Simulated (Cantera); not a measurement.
A closed system holds: 1 mol SiF4, 17 mol N2, at 0.00480 bar.

Equilibrium computed with Cantera from the NASA thermochemical tables; the gas is ideal and each condensed phase is pure. Candidate condensed phases: Si, Si3N4; 16 gas species. Equilibrium is a limit: real reactors are often held back by kinetics, nucleation or transport. All values below are at 725 °C.

Base state: N2 0.944, SiF4 0.0556 (mole fractions); condensed: gas only.

Question: What changes in the equilibrium state with this change: SiF4 replaced by trisilylamine?

Answer: 
| species | before | after |
|---|---|---|
| N2 | 0.944 | 0.775 |
| H2 | 0 | 0.225 |
| SiF4 | 0.0556 | 0 |
| Si3N4(s), mol | 0 | 1.00 |
The feed counts by its element totals alone.
